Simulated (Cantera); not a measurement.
Input: 1 mol Al(CH3)3, 0.62 mol N2O, 4.5 mol N2, equilibrated at 1950 K and 0.00133 bar.

These are equilibrium values from Cantera (NASA tables, ideal gas, pure condensed phases), not measurements of a reactor. Candidate condensed phases: Al, AlN, Al2O3, C, C6H6, C7H8, C8H18, H2O; 148 gas species. The feed counts by its element totals alone. The numbers say what is thermodynamically allowed, not how fast it happens.

Base state: N2 0.449, H2 0.384, Al 0.0874, CO 0.0546, H 0.0194, HCN 0.00500, AlH 0.000619, HNC 0.000259 (mole fractions); condensed: C(graphite).

Q: What changes in the equilibrium state with this change: temperature from 1950 K to 2200 K?

A: 
```json
[
 {"species": "N2", "before": "0.449", "after": "0.429"},
 {"species": "H2", "before": "0.384", "after": "0.331"},
 {"species": "H", "before": "0.0194", "after": "0.0888"},
 {"species": "HCN", "before": "0.00500", "after": "0.0114"},
 {"species": "CO", "before": "0.0546", "after": "0.0527"},
 {"species": "Al", "before": "0.0874", "after": "0.0847"},
 {"species": "Al2O", "before": "3.00e-5", "after": "2.26e-7"},
 {"species": "CN", "before": "5.30e-6", "after": "0.000108"},
 {"species": "C2H2 (acetylene)", "before": "0.000210", "after": "0.000848"},
 {"species": "HNC", "before": "0.000259", "after": "0.000897"},
 {"species": "C(graphite), mol", "before": "2.32", "after": "2.21"}
]
```
